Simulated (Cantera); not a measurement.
# SiO2 + CH4 + N2 (carbothermic reduction)

Feed: 1 mol SiO2, 0.49 mol CH4, a varied amount of N2, held at 1425 °C and 0.0133 bar.

Method: chemical equilibrium by Gibbs-energy minimisation in Cantera with the NASA 1993 tables (ideal gas, pure condensed phases). Candidate condensed phases: C, C6H6, C7H8, C8H18, H2O, Si, SiC, SiO2, Si2N2O, Si3N4; 151 gas species. Mutual solubility and eutectic melting of coexisting phases are not modelled. The tables hold silica as quartz up to 1696 K and as liquid above; real silica turns to tridymite and cristobalite and melts near 1996 K. The numbers say what is thermodynamically allowed, not how fast it happens.

From 0.37 mol N2 to 3.2 mol N2 the condensed part is SiO2(condensed) + Si2N2O(s). From 4.1 mol N2 to 6.7 mol N2 the condensed part is SiO2(condensed). The main Si-bearing gas is SiO throughout.

```json
[
 {"n(N2) (mol)": "0.37", "x N2": "0.147", "x H2": "0.473", "x CO": "0.237", "x SiO": "0.142", "x H": "0.000861", "x H2O": "6.59e-5", "n SiO2(condensed)": "0.575", "n Si2N2O(s)": "0.0652"},
 {"n(N2) (mol)": "0.47", "x N2": "0.186", "x H2": "0.454", "x CO": "0.227", "x SiO": "0.132", "x H": "0.000844", "x H2O": "6.84e-5", "n SiO2(condensed)": "0.579", "n Si2N2O(s)": "0.0688"},
 {"n(N2) (mol)": "0.6", "x N2": "0.232", "x H2": "0.430", "x CO": "0.215", "x SiO": "0.122", "x H": "0.000821", "x H2O": "6.97e-5", "n SiO2(condensed)": "0.580", "n Si2N2O(s)": "0.0705"},
 {"n(N2) (mol)": "0.76", "x N2": "0.283", "x H2": "0.401", "x CO": "0.201", "x SiO": "0.114", "x H": "0.000793", "x H2O": "6.95e-5", "n SiO2(condensed)": "0.580", "n Si2N2O(s)": "0.0703"},
 {"n(N2) (mol)": "0.97", "x N2": "0.339", "x H2": "0.368", "x CO": "0.184", "x SiO": "0.108", "x H": "0.000760", "x H2O": "6.77e-5", "n SiO2(condensed)": "0.578", "n Si2N2O(s)": "0.0679"},
 {"n(N2) (mol)": "1.2", "x N2": "0.391", "x H2": "0.337", "x CO": "0.169", "x SiO": "0.103", "x H": "0.000727", "x H2O": "6.50e-5", "n SiO2(condensed)": "0.574", "n Si2N2O(s)": "0.0639"},
 {"n(N2) (mol)": "1.6", "x N2": "0.462", "x H2": "0.293", "x CO": "0.147", "x SiO": "0.0972", "x H": "0.000678", "x H2O": "5.98e-5", "n SiO2(condensed)": "0.565", "n Si2N2O(s)": "0.0552"},
 {"n(N2) (mol)": "2", "x N2": "0.517", "x H2": "0.259", "x CO": "0.130", "x SiO": "0.0936", "x H": "0.000637", "x H2O": "5.48e-5", "n SiO2(condensed)": "0.555", "n Si2N2O(s)": "0.0455"},
 {"n(N2) (mol)": "2.5", "x N2": "0.570", "x H2": "0.226", "x CO": "0.113", "x SiO": "0.0906", "x H": "0.000595", "x H2O": "4.94e-5", "n SiO2(condensed)": "0.542", "n Si2N2O(s)": "0.0325"},
 {"n(N2) (mol)": "3.2", "x N2": "0.624", "x H2": "0.192", "x CO": "0.0959", "x SiO": "0.0879", "x H": "0.000548", "x H2O": "4.32e-5", "n SiO2(condensed)": "0.523", "n Si2N2O(s)": "0.0137"},
 {"n(N2) (mol)": "4.1", "x N2": "0.676", "x H2": "0.161", "x CO": "0.0808", "x SiO": "0.0809", "x H": "0.000503", "x H2O": "3.96e-5", "n SiO2(condensed)": "0.510", "n Si2N2O(s)": "0"},
 {"n(N2) (mol)": "5.3", "x N2": "0.730", "x H2": "0.135", "x CO": "0.0675", "x SiO": "0.0675", "x H": "0.000460", "x H2O": "3.95e-5", "n SiO2(condensed)": "0.510", "n Si2N2O(s)": "0"},
 {"n(N2) (mol)": "6.7", "x N2": "0.773", "x H2": "0.113", "x CO": "0.0566", "x SiO": "0.0566", "x H": "0.000421", "x H2O": "3.95e-5", "n SiO2(condensed)": "0.510", "n Si2N2O(s)": "0"}
]
```
x: gas mole fraction; n: condensed amount in mol.
